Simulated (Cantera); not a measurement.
Cantera run:

```python
import numpy as np
import cantera as ct

gas_names = [...]  # 113 gases of nasa_gas.yaml made of C, H, O, Ti
cond_names = """
    C(gr) C6H6(L) C7H8(L) C8H18(L),n-octa H2O(s) H2O(L) Ti(a) Ti(b) Ti(L) TiC(s) TiC(L) TiO(a) TiO(b)
    TiO(L) TiO2(ru) TiO2(L) Ti2O3(a) Ti2O3(b) Ti2O3(L) Ti3O5(a) Ti3O5(b) Ti3O5(L) Ti4O7(s) Ti4O7(L)
""".split()


# ... load() reads the species with a 1 bar reference pressure and builds the phases ...
atoms = {
    'Ti': {'Ti': 1},
    'CO': {'C': 1, 'O': 1},
    'H2': {'H': 2},
}
top_T = {'C(gr)': 4500}  # K; cautious upper limits of use, not melting points


# ... equilibrate(T, P, feed) seeds the gas with the atoms and calls Mixture.equilibrate('TP', solver="gibbs", rtol=1e-10, max_steps=50000) ...
results = []
feed = {'Ti': 1, 'CO': 14, 'H2': 210}  # mol
T = 1723.15  # K
for P in [10, 48, 230, 1100, 5500, 26000, 130000, 620000, 3000000]:
    mix = equilibrate(T, P, feed)
    results.append((T, P, feed, dict(zip(mix.species_names, mix.species_moles))))

top = {s: max(r[3][s] / sum(r[3][g] for g in gas_names) for r in results) for s in gas_names}
cols = sorted((s for s in top if top[s] > 0.0001), key=lambda s: -top[s])[:5]
seen = [c for c in cond_names if any(r[3].get(c, 0) > 1e-12 for r in results)]
print("log10 of partial pressures in bar; condensed amounts in mol")
print(f"{'P/Pa':>10s}" + "".join(f"{s[:9]:>10s}" for s in cols + seen))
for T, P, feed, n in results:
    ng = sum(n[g] for g in gas_names)
    print(f"{P:10.4g}" + "".join(f"{np.log10(max(n[s] / ng * P / 1e5, 1e-99)):10.3f}" for s in cols)
          + "".join(f"{n.get(c, 0):10.4g}" for c in seen))
```

It prints:

```
log10 of partial pressures in bar; condensed amounts in mol
      P/Pa        H2        CO         H       CH4       H2O    TiC(s)    TiO(b)  Ti2O3(b)  Ti3O5(b)
        10    -4.035    -5.223    -5.756   -14.333    -9.364    0.4974    0.4891         0         0
        48    -3.349    -4.539    -5.413   -12.621    -8.337    0.5008    0.4971         0         0
       230    -2.667    -3.858    -5.072   -10.915    -7.314    0.5024    0.4972         0         0
      1100    -1.986    -3.178    -4.732    -9.214    -6.293    0.5053    0.4947         0         0
      5500    -1.287    -2.482    -4.382    -7.401    -5.311     0.608         0     0.196         0
   2.6e+04    -0.612    -1.808    -4.045    -5.647    -4.366    0.6143         0    0.1929         0
   1.3e+05     0.087    -1.109    -3.695    -3.830    -3.388    0.6183         0    0.1908         0
   6.2e+05     0.765    -0.436    -3.356    -2.070    -2.441    0.5294         0    0.2353         0
     3e+06     1.448     0.211    -3.015    -0.551    -1.264         0         0         0    0.3333
```

Cantera equilibrium calculation (NASA polynomials, part measured and part estimated; ideal gas, pure solids and liquids). Mutual solubility and eutectic melting of coexisting phases are not modelled. TiC, TiO: taken at fixed stoichiometry. Condensed phases not in the tables: solid solutions among these carbides, nitrides and lower oxides.
